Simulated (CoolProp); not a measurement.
Computed with CoolProp (reference Helmholtz-energy equation of state, de Reuck 1993).

Question: For methanol, give the phase and the density (kg/m³), speed of sound (m/s) at 457.1 K and 149 bar.

Answer: 
- 457.1 K and 149 bar: liquid; density 629, speed of sound 714
